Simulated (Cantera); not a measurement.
A closed system holds: 1 mol borazine, 10 mol H₂O, at 2173.15 K.

These are equilibrium values from Cantera (NASA tables, ideal gas, pure condensed phases), not measurements of a reactor. Candidate condensed phases: B, BN, B₂O₃, B₃O₃H₃, H₂O; 39 gas species. The feed counts by its element totals alone. Rates play no part.

x: gas mole fraction; nothing condenses.

```csv
P (Pa),x H₂,x H₂O,x H,x HBO₂,x N₂,x OH,x BO,x BO₂,x O,x B₂O₃
10,0.288,0.188,0.259,0.105,0.0770,0.0226,0.0174,0.0152,0.0143,0.00786
28,0.345,0.223,0.170,0.125,0.0833,0.0146,0.0114,0.00989,0.00504,0.00943
77,0.387,0.241,0.108,0.138,0.0873,0.00904,0.00742,0.00621,0.00177,0.0106
220,0.417,0.252,0.0665,0.146,0.0899,0.00538,0.00463,0.00376,0.000601,0.0114
600,0.436,0.257,0.0412,0.151,0.0914,0.00326,0.00290,0.00230,0.000216,0.0119
1700,0.448,0.261,0.0248,0.154,0.0923,0.00193,0.00176,0.00138,7.51e-5,0.0123
4600,0.455,0.263,0.0152,0.156,0.0929,0.00117,0.00108,0.000841,2.75e-5,0.0125
13000,0.459,0.264,___,0.157,0.0932,___,___,___,___,0.0126
36000,0.462,0.265,___,0.158,0.0934,___,___,___,___,0.0127
100000,0.464,0.265,0.00329,0.158,0.0936,0.000252,0.000236,0.000181,1.25e-6,0.0127
```

Problem. Some entries are withheld; supply them.

Solution. 
- 13000, x H: 0.00908
- 13000, x OH: 0.000699
- 13000, x BO: 0.000650
- 13000, x BO₂: 0.000502
- 13000, x O: 9.68e-6
- 36000, x H: 0.00547
- 36000, x OH: 0.000420
- 36000, x BO: 0.000392
- 36000, x BO₂: 0.000302
- 36000, x O: 3.48e-6
